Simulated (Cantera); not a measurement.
Charge: 1 mol Si, a varied amount of Cl₂, held at 377 °C and 0.00750 Torr.

These are equilibrium values from Cantera (NASA tables, ideal gas, pure condensed phases), not measurements of a reactor. Candidate condensed phases: Si; 9 gas species. The tables' values for SiCl₃ are old estimates; treat these amounts as uncertain. Equilibrium is a limit: real reactors are often held back by kinetics, nucleation or transport.

x: gas mole fraction; n: condensed amount in mol.

| n(Cl₂) (mol) | x SiCl₄ | x Cl₂ | x SiCl₃ | x Cl | x SiCl₂ | n Si(s) |
|---|---|---|---|---|---|---|
| 1.2 | 1.000 | <1e-12 | 0.000113 | <1e-12 | 8.20e-6 | 0.400 |
| 1.4 | 1.000 | <1e-12 | 0.000113 | <1e-12 | 8.20e-6 | 0.300 |
| 1.6 | 1.000 | <1e-12 | 0.000113 | <1e-12 | 8.20e-6 | 0.200 |
| 1.9 | 1.000 | <1e-12 | 0.000113 | <1e-12 | 8.20e-6 | 0.0500 |
| 2.2 | 0.833 | 0.167 | <1e-12 | (withheld) | <1e-12 | 0 |
| 2.6 | 0.625 | 0.375 | <1e-12 | (withheld) | <1e-12 | 0 |
| 3 | 0.500 | 0.500 | <1e-12 | (withheld) | <1e-12 | 0 |
| 3.5 | 0.400 | 0.600 | <1e-12 | 3.18e-5 | <1e-12 | 0 |
| 4.1 | 0.323 | 0.677 | <1e-12 | 3.38e-5 | <1e-12 | 0 |
| 4.8 | 0.263 | 0.737 | <1e-12 | 3.53e-5 | <1e-12 | 0 |
| 5.6 | 0.217 | 0.783 | <1e-12 | 3.64e-5 | <1e-12 | 0 |
| 6.6 | 0.179 | 0.821 | <1e-12 | 3.72e-5 | <1e-12 | 0 |
| 7.7 | 0.149 | 0.851 | <1e-12 | 3.79e-5 | <1e-12 | 0 |

Problem. Fill in the missing entries.

Solution. 
- 2.2, x Cl: 1.68e-5
- 2.6, x Cl: 2.52e-5
- 3, x Cl: 2.91e-5
